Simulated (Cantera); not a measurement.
A perfectly stirred reactor is fed with 0.982 % CO, 0.717 % O₂, 0.118 % H₂O, 98.2 % N₂, equivalence ratio 0.68, at 400000 Pa; it is held at 1023 K, and followed from long to short residence time.

Cantera simulation using GRI-Mech 3.0 (53 species, 325 reactions); the numbers are that mechanism's predictions, not measurements.

Q: Predict: x(CO) at τ = 10.0 s; x(O₂) at τ = 10.0 s; x(H₂O) at τ = 10.0 s; x(NO₂) at τ = 10.0 s; x(CO₂) at τ = 10.0 s; x(CO) at τ = 38.0 ms; x(O₂) at τ = 38.0 ms; x(H₂O) at τ = 38.0 ms; x(CO₂) at τ = 38.0 ms.

A: 
```json
{
 "x(CO) at τ = 10.0 s": "0.00366",
 "x(O₂) at τ = 10.0 s": "0.00410",
 "x(H₂O) at τ = 10.0 s": "0.00118",
 "x(NO₂) at τ = 10.0 s": "9.44e-9",
 "x(CO₂) at τ = 10.0 s": "0.00619",
 "x(CO) at τ = 38.0 ms": "0.00980",
 "x(O₂) at τ = 38.0 ms": "0.00716",
 "x(H₂O) at τ = 38.0 ms": "0.00118",
 "x(CO₂) at τ = 38.0 ms": "1.89e-5"
}
```
